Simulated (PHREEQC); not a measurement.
Ca(OH)2 is added in steps, without added water, to 1 kg of water holding 0.11 mol KH2PO4 and 0.0099 mol KOH, at 20 °C. Oxygen is held at 0.21 atm. CO2 from the air is kept out. Solids allowed: Portlandite, Hydroxyapatite. Others were left out.

Base run: PHREEQC, ion-association model, wateq4f.dat. Each further column changes one thing. The table gives pH.

| Ca(OH)2 added (mol) | base | KOH replaced by K2HPO4 at the same molality | diluted 10-fold with water | KOH from 0.0099 to 0.00198 mol/kgw | no solid may form |
|---|---|---|---|---|---|
| 0 | 5.84 | 5.79 | 6.06 | 5.14 | 5.84 |
| 0.01125 | 6.14 | 6.08 | 11.53 | 5.87 | 6.38 |
| 0.01875 | 6.28 | 6.22 | 12.22 | 6.06 | 6.60 |
| 0.03 | 6.47 | 6.40 | 12.59 | 6.30 | 6.92 |
| 0.04125 | 6.66 | [?] | 12.71 | 6.50 | 7.33 |
| 0.04875 | 6.80 | 6.70 | 12.71 | 6.64 | 7.74 |
| 0.06 | 7.03 | 6.90 | 12.71 | 6.86 | 8.41 |
| 0.07125 | 7.37 | 7.14 | 12.71 | 7.13 | 8.87 |
| 0.07875 | 7.82 | 7.37 | 12.71 | 7.39 | 9.15 |
| 0.09 | 10.94 | 8.30 | 12.71 | 9.27 | 9.68 |
| 0.1013 | 11.53 | 11.09 | 12.71 | [?] | 11.02 |
| 0.1087 | 11.82 | 11.44 | 12.71 | 11.62 | 11.96 |
| 0.12 | 12.21 | [?] | 12.71 | 12.06 | 12.48 |

Problem. Some entries are withheld; supply them.

Solution. 
- 0.04125, KOH replaced by K2HPO4 at the same molality: 6.58
- 0.1013, KOH from 0.0099 to 0.00198 mol/kgw: 11.28
- 0.12, KOH replaced by K2HPO4 at the same molality: 11.85

H3PO4, which wateq4f.dat lacks, is added to it with the constant of phreeqc.dat. In at least one series the solution becomes supersaturated in solids that the run did not let form, among them Hydroxyapatite.
